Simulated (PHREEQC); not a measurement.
A column of 1 m (40 cells, dispersivity 0.08 m, 60 s a shift, diffusion coefficient 3e-10 m²/s) holds 0.031 eq of the database's cation exchanger X per kg of pore water, first in equilibrium with 0.001 mol CaCl2, 0.0064 mol ZnCl2 and 1e-05 mol HCl per kg of water. It is flushed with 0.0032 mol/kgw ZnSO4, 0.0027 mol/kgw CdCl2 and 1e-05 mol/kgw HCl, at 40 °C. Values are for the last cell. CO2 from the air is kept out. Precipitation was switched off in this run.

Base run: PHREEQC, ion-association model, phreeqc.dat. Each further column changes one thing. The table gives Cd in solution (mol/kgw).

```
pore volumes      base  exchange capacity from 0.031 to 0.015 eq/kgw  dispersivity from 0.08 to 0.16 m
------------  --------  --------------------------------------------  --------------------------------
0                    0                                             0                                 0
0.7625         5.17e-6                                       6.84e-5                           4.45e-5
1.512         0.000182                                      0.000792                          0.000401
2.513         0.000936                                       0.00194                           0.00112
3.263          0.00155                                       0.00239                           0.00160
4.013          0.00200                                       0.00258                           0.00195
4.763          0.00229                                       0.00266                           0.00220
5.513          0.00247                                       0.00268                           0.00237
6.513          0.00259                                       0.00270                           0.00251
7.263          0.00264                                       0.00270                           0.00258
8.012          0.00267                                       0.00270                           0.00262
```

At this temperature some constants are extrapolated from 25 °C, and those without enthalpy data are left unchanged.
